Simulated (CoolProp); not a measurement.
Properties of dodecamethylcyclohexasiloxane (D6) along the isotherm 346.85 °C (Tc = 372.6 °C, pc = 0.9614 MPa, ω = 0.736).

The numbers come from the reference Helmholtz-energy equation of state, Colonna 2008 in CoolProp. It is a short technical equation, of lower accuracy than the large ones.

| p (MPa) | phase | speed of sound (m/s) | Joule-Thomson coefficient (K/MPa) | expansivity (1/kK) | fugacity coefficient |
|---|---|---|---|---|---|
| 0.0304 | gas | 106.5 | 9.898 | 1.696 | 0.9848 |
| 0.0692 | gas | 104.4 | 10.20 | 1.813 | 0.9657 |
| 0.157 | gas | 99.45 | 10.98 | 2.127 | 0.9232 |
| 0.358 | gas | 86.69 | 13.72 | 3.309 | 0.8298 |
| 0.816 | liquid | 129.2 | 2.758 | 7.046 | 0.5738 |
| 1.86 | liquid | 184.7 | 1.093 | 3.825 | 0.2978 |
| 4.22 | liquid | 254.9 | 0.3229 | 2.306 | 0.1857 |
| 9.61 | liquid | 349.2 | -0.06861 | 1.453 | 0.1673 |
